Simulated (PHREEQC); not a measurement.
**Hard or scaling water: speciation**

A solution holds 9.5 mmol/kgw CaSO4, 0.28 mmol/kgw NaF and 6.2 mmol/kgw MgSO4, at 20 °C. Closed to the air; pH follows from the charge balance.

All values are PHREEQC results (ion-association model, phreeqc.dat), not measurements.

No solid was allowed to form.

**Question.** Estimate the pH, specific conductance, ionic strength.

**Answer.** pH 7.07; specific conductance 2030 µS/cm; ionic strength 0.0429 mol/kgw.

**Question.** In which forms is F present?

**Answer.** F- 89 %, MgF+ 11 % of the F.

Examples of supersaturated solids here: Fluorite. Others may be too.
